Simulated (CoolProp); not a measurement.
Vapour-liquid equilibrium of benzene (1) + n-decane (2) at 0.0557 MPa; x and y are mole fractions of (1).

Computed with CoolProp (multi-fluid Helmholtz-energy mixture model, Thol 2012 and Lemmon 2006; pair parameters Bell 2016).

```
x     bubble temperature (°C)  y at the bubble point  dew temperature at overall composition x (°C)  liquid density (mol/L)
----  -----------------------  ---------------------  ---------------------------------------------  ----------------------
0.05                    137.4                  0.379                                          150.3                   4.604
0.2                     106.7                  0.816                                          144.9                   5.250
0.35                     89.8                  0.923                                          138.7                   5.917
0.5                      79.8                  0.960                                          131.3                   6.669
0.65                     73.0                  0.979                                          121.8                   7.564
0.8                      67.8                  0.990                                          108.5                   8.673
0.95                     63.2                  0.998                                           83.0                   10.10
```

No azeotrope shows between x = 0.05 and 0.95.

Pair parameters are fitted to limited data, so mixtures are less certain than the pure fluids. The gap from Raoult's law changes sign with composition, which may be real or a fault of the pair parameters; it wasn't checked against measurements.
